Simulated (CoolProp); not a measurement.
Vapour-liquid equilibrium of ethylene (1) + propane (2) at -15.15 °C; x and y are mole fractions of (1).

Values from CoolProp's multi-fluid Helmholtz-energy mixture model, Smukala 2000 and Lemmon 2009; pair parameters Bell 2016.

### Question
Give the bubble pressure and the first vapour's composition at x = 0.35, 0.5, 0.8. Is there an azeotrope?

### Answer
x = 0.35: 1.121 MPa, y = 0.788; x = 0.5: 1.480 MPa, y = 0.860; x = 0.8: 2.236 MPa, y = 0.948. No azeotrope shows between x = 0.05 and 0.95.

The pair parameters rest on a limited set of measurements; away from them the model extrapolates.
